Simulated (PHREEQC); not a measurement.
Dissolve 0.00099 mol NiSO4, 0.29 mol H3BO3 and 0.027 mol HCl per kg of water at 35 °C. Closed to the air; pH follows from the charge balance.

The numbers come from PHREEQC with the ion-association model, wateq4f.dat.

Precipitation was switched off in this run.

Question: Order these Ni species by the share of Ni that they hold, largest first: NiCl+, NiCl2, NiSO4, Ni+2.

Answer: Ni+2 (95 %), NiCl+ (3.3 %), NiSO4 (1.9 %), NiCl2 (0.23 %)

Question: Order these S species by the share of S that they hold, largest first: SO4-2, HSO4-, NiSO4.

Answer: HSO4- (62 %), SO4-2 (36 %), NiSO4 (1.9 %)

The pH is 1.64 and the ionic strength 0.0296 mol/kgw. Species that the database lacks are ignored.
